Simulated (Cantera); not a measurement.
A perfectly stirred reactor is fed with 67.1 % NH3, 32.9 % H2, at 0.0898 atm; it is held at 1550 K, and followed from long to short residence time.

Detailed kinetics in Cantera: the gas-phase N/H chemistry of the illustrative SiF4/NH3 mechanism in the Surface Chemkin manual (1991). Walls and surfaces, which speed up NH3 decomposition in real reactors, are not modelled.

Task: Predict: x(NH3) at τ = 23.0 s; x(H2) at τ = 23.0 s; x(H) at τ = 23.0 s; x(N2H2) at τ = 23.0 s; x(N2H4) at τ = 23.0 s; x(NH3) at τ = 0.100 s; x(H2) at τ = 0.100 s; x(H) at τ = 0.100 s; x(N2H2) at τ = 0.100 s; x(N2H4) at τ = 0.100 s.

Result: 
| Property | Value |
|---|---|
| x(NH3) at τ = 23.0 s | 0.521 |
| x(H2) at τ = 23.0 s | 0.434 |
| x(H) at τ = 23.0 s | 2.21e-5 |
| x(N2H2) at τ = 23.0 s | 3.47e-7 |
| x(N2H4) at τ = 23.0 s | 1.84e-8 |
| x(NH3) at τ = 0.100 s | 0.670 |
| x(H2) at τ = 0.100 s | 0.329 |
| x(H) at τ = 0.100 s | 1.35e-5 |
| x(N2H2) at τ = 0.100 s | 3.98e-7 |
| x(N2H4) at τ = 0.100 s | 1.97e-8 |
